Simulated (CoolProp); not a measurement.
The fluid at 373.39 K and 0.271 MPa is compressed adiabatically to 1.06 MPa with isentropic efficiency 0.9. The same conditions are run with several fluids, on thermodynamics alone (safety and materials aside).

Values from CoolProp's reference Helmholtz-energy equation of state of each fluid (C2F6 (R116): Lemmon 2006; R365MFC: Lemmon 2016; hydrogen sulfide: Lemmon 2006; R125: Lemmon 2005).

### Question
Rank C2F6 (R116), R365MFC, hydrogen sulfide, R125 by work (kJ/kg), highest first.

### Answer
hydrogen sulfide (161), R125 (40.1), C2F6 (R116) (35.0), R365MFC (29.0)

| fluid | final temperature (K) | final density (kg/m³) |
|---|---|---|
| C2F6 (R116) | 414.8 | 43.8 |
| R365MFC | 409.3 | 58.3 |
| hydrogen sulfide | 526.7 | 8.35 |
| R125 | 420.2 | 38.2 |
